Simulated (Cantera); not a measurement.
## Low-pressure radical oxidation in H2/O2

An isothermal, constant-pressure homogeneous reactor starts with 0.662 % H₂, 55.2 % O₂, 44.2 % N₂, at 1050 K and 0.825 Torr.

Detailed kinetics in Cantera: the H2/O2 subset of GRI-Mech 3.0, which has no nitrogen chemistry. Radical loss at walls, strong at low pressure, is not modelled.

```tsv
t (s)	x H₂	x O₂	x H₂O₂	x OH	x O	x H₂O
0.000800	0.00662	0.552	<1e-12	1.46e-12	1.49e-12	<1e-12
0.00165	0.00662	0.552	<1e-12	5.37e-12	5.63e-12	<1e-12
0.00341	0.00662	0.552	<1e-12	1.78e-11	1.95e-11	2.92e-12
0.00706	0.00662	0.552	<1e-12	5.19e-11	6.28e-11	1.87e-11
0.0146	0.00662	0.552	<1e-12	1.49e-10	2.08e-10	1.11e-10
0.0301	0.00662	0.552	<1e-12	5.47e-10	8.81e-10	7.38e-10
0.0622	0.00662	0.552	<1e-12	4.55e-9	7.87e-9	8.59e-9
0.129	0.00662	0.552	<1e-12	2.81e-7	4.92e-7	5.76e-7
0.266	0.00470	0.550	3.76e-9	0.000529	0.00120	0.00151
0.549	5.07e-5	0.546	1.29e-9	0.000350	0.00536	0.00611
1.13	3.34e-5	0.546	9.86e-10	0.000303	0.00529	0.00619
2.34	3.12e-5	0.546	9.91e-10	0.000293	0.00493	0.00622
4.84	2.73e-5	0.547	1.00e-9	0.000274	0.00428	0.00628
10.0	2.11e-5	0.548	1.01e-9	0.000241	0.00327	0.00637
```
x: mole fraction; the columns are a selection and need not sum to one.

Equilibrium at this temperature and pressure: H₂ 9.83e-11, O₂ 0.550, H₂O₂ <1e-12, OH 5.27e-7, O 1.51e-8, H₂O 0.00664 (gas phase only).
